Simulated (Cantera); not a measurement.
Input (Python, Cantera):

```python
import numpy as np
import cantera as ct

gas = ct.Solution("SiF4_NH3_mec.yaml", "gas")
gas.TPX = 2375, 2900, {'NH3': 1, 'H2': 0.11}
reactor = ct.IdealGasConstPressureReactor(gas, energy="off", clone=False)
net = ct.ReactorNet([reactor])
net.rtol, net.atol = 1e-08, 1e-18
show = ['NH3', 'H2', 'N', 'N2H2', 'N2H4']
times = np.geomspace(1e-05, 2, 9)

steps = ct.SolutionArray(gas, extra=["t"])
rows = []
print(f"{'t/s':>10s}{'T/K':>9s}{'P/Pa':>11s}" + "".join(f"{s:>11s}" for s in show))
for t in times:
    while net.time < t:
        t_next = net.step()
        steps.append(gas.state, t=t_next)
    rows.append([np.interp(t, steps.t, y) for y in (steps.T, steps.P, *steps(*show).X.T)])
    print(f"{t:10.3e}{rows[-1][0]:9.1f}{rows[-1][1]:11.4g}" + "".join(f"{x:11.3e}" for x in rows[-1][2:]))
rate = np.gradient(steps.T, steps.t)
print("integrator steps:", len(steps.t))
if steps.T.max() > steps.T[0] + 200:
    print(f"time of steepest temperature rise: {steps.t[rate.argmax()]:.4e} s")
gas.TPX = 2375, 2900, {'NH3': 1, 'H2': 0.11}
gas.equilibrate("TP")
print(f"equilibrium (TP): T = {gas.T:.1f} K  " + "  ".join(f"{s} {gas[s].X[0]:.3e}" for s in show))
```

It prints:

```
       t/s      T/K       P/Pa        NH3         H2          N       N2H2       N2H4
 1.000e-05   2375.0       2900  9.007e-01  9.916e-02  1.805e-11  4.063e-09  2.439e-11
 4.599e-05   2375.0       2900  8.998e-01  9.942e-02  6.525e-09  2.071e-07  5.809e-10
 2.115e-04   2375.0       2900  8.956e-01  1.008e-01  8.722e-07  8.222e-06  1.108e-08
 9.725e-04   2375.0       2900  8.702e-01  1.175e-01  4.824e-06  4.211e-05  4.173e-08
 4.472e-03   2375.0       2900  7.565e-01  2.017e-01  7.222e-06  3.347e-05  3.122e-08
 2.057e-02   2375.0       2900  4.296e-01  4.432e-01  1.102e-05  1.459e-05  1.254e-08
 9.457e-02   2375.0       2900  6.036e-02  7.151e-01  1.310e-05  1.451e-06  8.212e-10
 4.349e-01   2375.0       2900  6.333e-06  7.272e-01  2.772e-06  1.590e-11  1.350e-15
 2.000e+00   2375.0       2900  1.155e-07  7.015e-01  2.856e-07  1.086e-13  1.435e-18
integrator steps: 2004
equilibrium (TP): T = 2375.0 K  NH3 9.753e-08  H2 7.015e-01  N 2.416e-07  N2H2 1.023e-13  N2H4 1.031e-18
```

Model: the gas-phase N/H chemistry of the illustrative SiF4/NH3 mechanism in the Surface Chemkin manual (1991), integrated in Cantera. Walls and surfaces, which speed up NH3 decomposition in real reactors, are not modelled.
